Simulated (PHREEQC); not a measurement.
PHREEQC input (ion-association model, wateq4f.dat):

```
SOLUTION_MASTER_SPECIES
  An  An-  0  An  62.0  # stands for a non-complexing anion
SOLUTION_SPECIES
  An- = An-
    -log_k 0
    -gamma 3.0 0
PHASES
  Fix_H+
    H+ = H+
    -log_k 0
SOLUTION 1
  temp 25
  units mmol/kgw
  pH 7 charge
  Cl 0.008
  Pb 0.004
  Na 10
  An 10
END
SELECTED_OUTPUT 1
  -reset false
  -pH true
  -pe true
  -ionic_strength true
  -water true
  -totals Cl Na Pb
  -molalities Hfo_wOH Hfo_wOH2+ Hfo_wO- Hfo_sOH Hfo_sOH2+ Hfo_sO- Hfo_sOPb+ Hfo_wOPb+
  -saturation_indices Litharge Cotunnite Laurionite Halite
USER_PUNCH 1
  -headings sigma psi
  10 PUNCH EDL("sigma", "Hfo"), EDL("psi", "Hfo")
PRINT
  -reset false
USE solution 1
SURFACE 1
  Hfo_wOH 3.59551e-05 600 0.016
  Hfo_sOH 8.98876e-07
EQUILIBRIUM_PHASES 1
  Fix_H+ -3 HAn 10
    -force_equality true
  O2(g) -0.68 10
END
# ... the last block is repeated for the other 16 points of pH, with NaOH or the acid as the point needs
```

Selected output (columns that matter, 17 of 17 rows; pH added in front):

```
pH	mu	Na	Pb	m_Hfo_wOH	m_Hfo_wOH2+	m_Hfo_wO-	m_Hfo_sOH	m_Hfo_sOH2+	m_Hfo_sO-	si_Litharge	si_Cotunnite	si_Halite	sigma	psi
3	0.011127	0.01	3.9953e-06	4.4425e-06	3.1498e-05	1.4354e-08	1.1049e-07	7.8338e-07	3.5699e-10	-12.307	-11.106	-8.7732	0.32437	0.20346
3.38	0.010483	0.01	3.9765e-06	7.9166e-06	2.7987e-05	5.13e-08	1.9276e-07	6.8144e-07	1.2491e-09	-11.544	-11.101	-8.7708	0.28787	0.19886
3.75	0.010219	0.01	3.9006e-06	1.1871e-05	2.3949e-05	1.348e-07	2.6403e-07	5.3267e-07	2.9982e-09	-10.81	-11.106	-8.7697	0.24569	0.19138
4.12	0.010104	0.01	3.6862e-06	1.5847e-05	1.9817e-05	2.9032e-07	2.5827e-07	3.2297e-07	4.7315e-09	-10.094	-11.129	-8.7693	0.20262	0.18178
4.5	0.010053	0.01	3.3736e-06	1.9515e-05	1.5887e-05	5.4916e-07	1.4985e-07	1.2199e-07	4.2167e-09	-9.3721	-11.167	-8.7691	0.16165	0.17033
4.88	0.01003	0.01	3.17e-06	2.2457e-05	1.2563e-05	9.1958e-07	5.2746e-08	2.9508e-08	2.1599e-09	-8.6392	-11.194	-8.769	0.12565	0.15749
5.25	0.01002	0.01	3.0575e-06	2.4526e-05	9.9843e-06	1.3801e-06	1.4749e-08	6.0043e-09	8.2998e-10	-7.9155	-11.21	-8.7689	0.096009	0.14377
5.62	0.010015	0.01	2.8429e-06	2.5833e-05	7.931e-06	1.9276e-06	3.9111e-09	1.2007e-09	2.9184e-10	-7.2085	-11.243	-8.7689	0.071982	0.12913
6	0.01001	0.01	2.2047e-06	2.6348e-05	6.1035e-06	2.6056e-06	1.1761e-09	2.7244e-10	1.1631e-10	-6.5625	-11.357	-8.7689	0.053205	0.11389
6.38	0.010007	0.010001	1.1495e-06	2.6047e-05	4.5102e-06	3.446e-06	5.3526e-10	9.2683e-11	7.0815e-11	-6.0938	-11.649	-8.7688	0.039348	0.098883
6.75	0.010007	0.010004	3.9234e-07	2.549e-05	3.4859e-06	4.2699e-06	3.7755e-10	5.1633e-11	6.3245e-11	-5.8396	-12.134	-8.7687	0.028382	0.083058
7.12	0.010007	0.010006	1.033e-07	2.5103e-05	2.9348e-06	4.919e-06	3.36e-10	3.9282e-11	6.5841e-11	-5.7209	-12.756	-8.7686	0.019223	0.065199
7.5	0.010008	0.010007	2.5344e-08	2.4851e-05	2.6129e-06	5.4147e-06	3.2421e-10	3.4088e-11	7.0641e-11	-5.6593	-13.454	-8.7686	0.011788	0.045445
7.88	0.010009	0.010008	6.9959e-09	2.4657e-05	2.4e-06	5.8034e-06	3.1977e-10	3.1124e-11	7.5263e-11	-5.6198	-14.175	-8.7685	0.0059254	0.024948
8.25	0.01001	0.01001	2.3923e-09	2.4485e-05	2.2399e-06	6.1315e-06	3.1706e-10	2.9005e-11	7.9399e-11	-5.5891	-14.884	-8.7684	0.0010646	0.004654
8.62	0.010013	0.010013	9.8548e-10	2.4302e-05	2.0953e-06	6.457e-06	3.1456e-10	2.7121e-11	8.3577e-11	-5.56	-15.595	-8.7683	-0.0036461	-0.015712
9	0.01002	0.01002	4.8073e-10	2.4073e-05	1.9407e-06	6.8407e-06	3.1154e-10	2.5115e-11	8.8528e-11	-5.5266	-16.322	-8.768	-0.0090516	-0.036465
```

The oxide is taken as insoluble; below pH 4 it would dissolve.
